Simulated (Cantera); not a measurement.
Cantera run:

```python
import numpy as np
import cantera as ct

gas_names = """
    H H2 N NH NH2 NH3 N2 N2H2 N2H4 Si SiH SiH2 SiH3 SiH4 SiN Si2 Si2N Si3
""".split()
cond_names = """
    Si(cr) Si(L) Si3N4(a)
""".split()


def load(file, names, dense=False):
    # The tables refer to 1 bar. Condensed volumes are neglected.
    table = {s.name: s for s in ct.Species.list_from_file(file)}
    out = []
    for n in names:
        d = dict(table[n].input_data)
        d["thermo"] = dict(d["thermo"], **{"reference-pressure": 1e5})
        if dense:
            d["equation-of-state"] = {"model": "constant-volume", "density": "1e6 g/cm^3"}
        out.append(ct.Species.from_dict(d))
    return out


gas = ct.Solution(thermo="ideal-gas", species=load("nasa_gas.yaml", gas_names))
cond = {s.name: ct.Solution(thermo="fixed-stoichiometry", species=[s], name=s.name)
        for s in load("nasa_condensed.yaml", cond_names, dense=True)}
atoms = {
    'Si3N4': {'Si': 3, 'N': 4},
    'H2': {'H': 2},
}
top_T = {'Si3N4(a)': 2400}  # K; cautious upper limits of use, not melting points


def equilibrate(T, P, feed):
    n = {}
    for name, mol in feed.items():
        for a, k in atoms[name].items():
            n[a] = n.get(a, 0.0) + k * mol
    gas.TPX = T, P, n
    mass = sum(n.values()) * gas.mean_molecular_weight
    gas.equilibrate("TP")
    valid = [c for c in cond.values() if c.min_temp <= T <= top_T.get(c.name, c.max_temp)]
    mix = ct.Mixture([(gas, mass / gas.mean_molecular_weight)] + [(c, 0.0) for c in valid])
    mix.T, mix.P = T, P
    mix.equilibrate("TP", solver="vcs", rtol=1e-11, max_steps=5000)
    return mix


results = []
T = 1400  # K
P = 81000  # Pa
for m in [3.5, 7, 11, 14, 18, 21, 25, 28, 32]:
    feed = {'Si3N4': 1, 'H2': m}  # mol
    mix = equilibrate(T, P, feed)
    results.append((T, P, feed, dict(zip(mix.species_names, mix.species_moles))))

top = {s: max(r[3][s] / sum(r[3][g] for g in gas_names) for r in results) for s in gas_names}
cols = sorted((s for s in top if top[s] > 0.0001), key=lambda s: -top[s])[:9]
seen = [c for c in cond_names if any(r[3].get(c, 0) > 1e-12 for r in results)]
print("log10 of partial pressures in bar; condensed amounts in mol")
print(f"{'n(H2)':>10s}" + "".join(f"{s[:9]:>10s}" for s in cols + seen))
for T, P, feed, n in results:
    ng = sum(n[g] for g in gas_names)
    print(f"{feed['H2']:10.4g}" + "".join(f"{np.log10(max(n[s] / ng * P / 1e5, 1e-99)):10.3f}" for s in cols)
          + "".join(f"{n.get(c, 0):10.4g}" for c in seen))
```

Result:

```
log10 of partial pressures in bar; condensed amounts in mol
     n(H2)        H2    Si(cr)  Si3N4(a)
       3.5    -0.092 3.375e-05         1
         7    -0.092 6.751e-05         1
        11    -0.092 0.0001061         1
        14    -0.092  0.000135    0.9999
        18    -0.092 0.0001736    0.9999
        21    -0.092 0.0002025    0.9999
        25    -0.092 0.0002411    0.9999
        28    -0.092   0.00027    0.9999
        32    -0.092 0.0003086    0.9999
```

Equilibrium computed with Cantera from the NASA thermochemical tables; the gas is ideal and each condensed phase is pure. Mutual solubility and eutectic melting of coexisting phases are not modelled.
